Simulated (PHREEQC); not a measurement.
Dissolve 0.027 mol/kgw CaCl2, 0.0014 mol/kgw Na2HPO4 and 0.015 mol/kgw KCl at 20 °C. Closed to the air; pH follows from the charge balance.

The numbers come from PHREEQC with the ion-association model, wateq4f.dat.

Each row changes one thing in this solution. Precipitation was switched off in this run.

| case | pH | ionic strength (mol/kgw) | SI of Halite (NaCl) |
|---|---|---|---|
| as made | 7.63 | 0.0965 | -5.50 |
| CaCl2 left out | [?] | [?] | -6.07 |
| temperature from 20 to 70 °C | 7.28 | 0.0959 | -5.62 |
| KCl from 0.015 to 0.15 mol/kgw | 7.67 | 0.232 | [?] |
| CaCl2 from 0.027 to 0.0135 mol/kgw | 7.74 | 0.0565 | -5.68 |
| Na2HPO4 replaced by NaAlO2 at the same molality | 8.39 | [?] | -5.81 |
| CaCl2 replaced by RbCl at the same molality | [?] | 0.0461 | -5.67 |

**Question.** What belongs in the gaps?

**Answer.** 
- CaCl2 left out, pH: 9.12
- CaCl2 left out, ionic strength (mol/kgw): 0.0191
- KCl from 0.015 to 0.15 mol/kgw, SI of Halite (NaCl): -5.10
- Na2HPO4 replaced by NaAlO2 at the same molality, ionic strength (mol/kgw): 0.0974
- CaCl2 replaced by RbCl at the same molality, pH: 9.06

Some of these states are supersaturated (in Hydroxyapatite, Al(OH)3(a), Boehmite (slow to form), for instance). H3PO4, which wateq4f.dat lacks, is added to it with the constant of phreeqc.dat. Constants without temperature data keep their 25 °C values here.
